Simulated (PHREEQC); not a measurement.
A made-up water analysis in mg/L, 25 °C, pH 6.45, pe 10.8:

```
constituent          mg/L
------------------  -----
Na                     16
K                     117
Ca                    139
Mg                  0.395
Cl                    109
S(6) as SO4           171
Alkalinity as HCO3    246
Br                  0.287
Li                   2.06
B                   0.084
```

Valence states are taken as typed.

Equilibrium calculation in PHREEQC: ion-association model, phreeqc.dat.

Task: The ionic strength comes out as 0.0146 mol/kgw. What activity coefficients do Li+, Cl-, Mg+2, KSO4-, Ca+2 get?

Result: Li+ 0.89, Cl- 0.88, Mg+2 0.63, KSO4- 0.89, Ca+2 0.63.

Precipitation was switched off in this run. Species that the database lacks are ignored.
